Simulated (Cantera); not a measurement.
Charge: 1 mol SiF4, 7.1 mol O3, 1.4 mol H2, at 48.8 Torr.

Equilibrium computed with Cantera from the NASA thermochemical tables; the gas is ideal and each condensed phase is pure. Candidate condensed phases: H2O, Si, SiO2; 38 gas species. The tables hold silica as quartz up to 1696 K and as liquid above; real silica turns to tridymite and cristobalite and melts near 1996 K. Rates play no part.

Problem. Which condensed phases are stable at each of these points (T (K)): 725, 825, 925, 1025, 1125, 1225, 1325, 1425, 1525?

Solution. 
```json
[
 {"T (K)": "725", "condensed phases": "SiO2(α-quartz)", "Si condensed (%)": "18.3"},
 {"T (K)": "825", "condensed phases": "SiO2(α-quartz)", "Si condensed (%)": "27.4"},
 {"T (K)": "925", "condensed phases": "SiO2(β-quartz)", "Si condensed (%)": "36.2"},
 {"T (K)": "1025", "condensed phases": "SiO2(β-quartz)", "Si condensed (%)": "43.6"},
 {"T (K)": "1125", "condensed phases": "SiO2(β-quartz)", "Si condensed (%)": "49.6"},
 {"T (K)": "1225", "condensed phases": "SiO2(β-quartz)", "Si condensed (%)": "54.1"},
 {"T (K)": "1325", "condensed phases": "SiO2(β-quartz)", "Si condensed (%)": "57.6"},
 {"T (K)": "1425", "condensed phases": "SiO2(β-quartz)", "Si condensed (%)": "60.1"},
 {"T (K)": "1525", "condensed phases": "SiO2(β-quartz)", "Si condensed (%)": "62.0"}
]
```

From 725 K to 825 K the condensed part is SiO2(α-quartz). From 925 K to 1525 K the condensed part is SiO2(β-quartz).
